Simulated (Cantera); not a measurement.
An isothermal, constant-pressure homogeneous reactor starts with 47.8 % CH4, 45.0 % H2O, 7.18 % H2, at 2000 K and 0.316 atm.

Detailed kinetics in Cantera: GRI-Mech 3.0 (53 species, 325 reactions).

x: mole fraction; the columns are a selection and need not sum to one.

```json
[
 {"t (s)": "0.000200", "x CH4": "0.202", "x H2O": "0.368", "x H2": "0.324", "x H": "0.00114", "x O2": "3.24e-8", "x C2H": "4.64e-6", "x HO2": "3.12e-11"},
 {"t (s)": "0.000632", "x CH4": "[?]", "x H2O": "[?]", "x H2": "[?]", "x H": "[?]", "x O2": "[?]", "x C2H": "[?]", "x HO2": "2.96e-11"},
 {"t (s)": "0.00200", "x CH4": "0.0283", "x H2O": "0.279", "x H2": "0.529", "x H": "0.00200", "x O2": "2.25e-8", "x C2H": "9.44e-6", "x HO2": "3.14e-11"},
 {"t (s)": "0.00632", "x CH4": "0.0154", "x H2O": "0.222", "x H2": "0.582", "x H": "0.00225", "x O2": "1.60e-8", "x C2H": "8.21e-6", "x HO2": "2.18e-11"},
 {"t (s)": "0.0200", "x CH4": "0.0109", "x H2O": "0.142", "x H2": "0.645", "x H": "0.00233", "x O2": "6.71e-9", "x C2H": "5.16e-6", "x HO2": "8.06e-12"},
 {"t (s)": "0.0632", "x CH4": "[?]", "x H2O": "[?]", "x H2": "0.702", "x H": "0.00242", "x O2": "[?]", "x C2H": "[?]", "x HO2": "1.77e-12"},
 {"t (s)": "0.200", "x CH4": "0.00271", "x H2O": "0.0243", "x H2": "0.737", "x H": "0.00248", "x O2": "2.35e-10", "x C2H": "1.20e-6", "x HO2": "<1e-12"},
 {"t (s)": "0.632", "x CH4": "0.00101", "x H2O": "0.00543", "x H2": "0.752", "x H": "0.00251", "x O2": "1.24e-11", "x C2H": "6.12e-7", "x HO2": "<1e-12"},
 {"t (s)": "2.00", "x CH4": "0.000355", "x H2O": "0.000331", "x H2": "0.757", "x H": "0.00252", "x O2": "<1e-12", "x C2H": "4.61e-7", "x HO2": "<1e-12"},
 {"t (s)": "6.32", "x CH4": "0.000274", "x H2O": "1.97e-6", "x H2": "0.757", "x H": "0.00252", "x O2": "<1e-12", "x C2H": "4.53e-7", "x HO2": "<1e-12"},
 {"t (s)": "20.0", "x CH4": "0.000274", "x H2O": "1.84e-6", "x H2": "0.757", "x H": "0.00252", "x O2": "<1e-12", "x C2H": "4.53e-7", "x HO2": "<1e-12"}
]
```

Q: What belongs in the gaps?

A: 
- 0.000632, x CH4: 0.0808
- 0.000632, x H2O: 0.318
- 0.000632, x H2: 0.459
- 0.000632, x H: 0.00158
- 0.000632, x O2: 2.68e-8
- 0.000632, x C2H: 7.92e-6
- 0.0632, x CH4: 0.00615
- 0.0632, x H2O: 0.0686
- 0.0632, x O2: 1.71e-9
- 0.0632, x C2H: 2.62e-6
